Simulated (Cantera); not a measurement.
Cantera run:

```python
import numpy as np
import cantera as ct

gas_names = [...]  # 87 gases of nasa_gas.yaml made of C, H, Si
cond_names = """
    C(gr) C6H6(L) C7H8(L) C8H18(L),n-octa Si(cr) Si(L) SiC(b)
""".split()


# ... load() reads the species with a 1 bar reference pressure and builds the phases ...
atoms = {
    'Si(CH3)4': {'Si': 1, 'C': 4, 'H': 12},
    'H2': {'H': 2},
    'C2H2': {'C': 2, 'H': 2},
}
top_T = {'C(gr)': 4500, 'SiC(b)': 3050}  # K; cautious upper limits of use, not melting points


# ... equilibrate(T, P, feed) seeds the gas with the atoms and calls Mixture.equilibrate('TP', solver="vcs", rtol=1e-11, max_steps=5000) ...
results = []
feed = {'Si(CH3)4': 1, 'H2': 17, 'C2H2': 0.021}  # mol
P = 4400  # Pa
for T in [1323, 1423, 1523, 1623, 1723, 1823, 1923, 2023, 2123, 2223, 2323]:
    mix = equilibrate(T, P, feed)
    results.append((T, P, feed, dict(zip(mix.species_names, mix.species_moles))))

top = {s: max(r[3][s] / sum(r[3][g] for g in gas_names) for r in results) for s in gas_names}
cols = sorted((s for s in top if top[s] > 0.0001), key=lambda s: -top[s])[:9]
seen = [c for c in cond_names if any(r[3].get(c, 0) > 1e-12 for r in results)]
print("log10 of partial pressures in bar; condensed amounts in mol")
print(f"{'T/K':>10s}" + "".join(f"{s[:9]:>10s}" for s in cols + seen))
for T, P, feed, n in results:
    ng = sum(n[g] for g in gas_names)
    print(f"{T:10.4g}" + "".join(f"{np.log10(max(n[s] / ng * P / 1e5, 1e-99)):10.3f}" for s in cols)
          + "".join(f"{n.get(c, 0):10.4g}" for c in seen))
```

Result:

```
log10 of partial pressures in bar; condensed amounts in mol
       T/K        H2         H C2H2,acet        Si      SiC2      Si2C       CH4       SiH     C(gr)    SiC(b)
      1323    -1.357    -6.478    -7.440   -12.530   -16.037   -16.038    -4.881   -12.343     3.035         1
      1423    -1.357    -5.856    -6.821   -11.091   -14.151   -14.187    -5.133   -11.118     3.038         1
      1523    -1.357    -5.314    -6.284    -9.843   -12.517   -12.583    -5.351   -10.056     3.039         1
      1623    -1.357    -4.839    -5.815    -8.750   -11.087   -11.181    -5.542    -9.126     3.039         1
      1723    -1.357    -4.418    -5.400    -7.785    -9.826    -9.946    -5.711    -8.306     3.037         1
      1823    -1.358    -4.042    -5.033    -6.928    -8.706    -8.849    -5.862    -7.578     3.032    0.9999
      1923    -1.359    -3.705    -4.704    -6.160    -7.706    -7.870    -5.997    -6.927     3.021    0.9995
      2023    -1.361    -3.402    -4.410    -5.469    -6.806    -6.990    -6.120    -6.342     3.003    0.9976
      2123    -1.365    -3.128    -4.146    -4.845    -5.994    -6.195    -6.235    -5.814     2.975      0.99
      2223    -1.372    -2.879    -3.909    -4.277    -5.256    -5.474    -6.345    -5.336      2.94    0.9619
      2323    -1.384    -2.655    -3.699    -3.758    -4.584    -4.818    -6.456    -4.903     2.921    0.8663
```

Equilibrium computed with Cantera from the NASA thermochemical tables; the gas is ideal and each condensed phase is pure. Gases not in the tables: Si2H6 and higher silanes.
